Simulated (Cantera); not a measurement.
Input: 1 mol Si, 6.1 mol HCl, 7.7 mol N₂, at 600 K and 1.50e-5 bar.

These are equilibrium values from Cantera (NASA tables, ideal gas, pure condensed phases), not measurements of a reactor. N₂ is the only nitrogen source here; it is nearly inert below about 1500 K, so the nitride shown seldom forms there in practice. Rates play no part.

```json
[
 {"species": "N₂", "before": "0.583", "after": "0.731"},
 {"species": "HCl", "before": "0.247", "after": "0.171"},
 {"species": "H₂", "before": "0.113", "after": "0.0658"},
 {"species": "SiCl₄", "before": "0.0566", "after": "0.0329"},
 {"species": "Si₃N₄(s), mol", "before": "0.0902", "after": "0.224"}
]
```
Gas species are given as mole fractions.

### Question
Which change was made?
(A) HCl from 6.1 to 3 mol
(B) temperature from 600 K to 1600 K
(C) pressure from 1.50e-5 bar to 0.00800 bar
(D) temperature from 600 K to 1075 K

### Answer
A, HCl from 6.1 to 3 mol
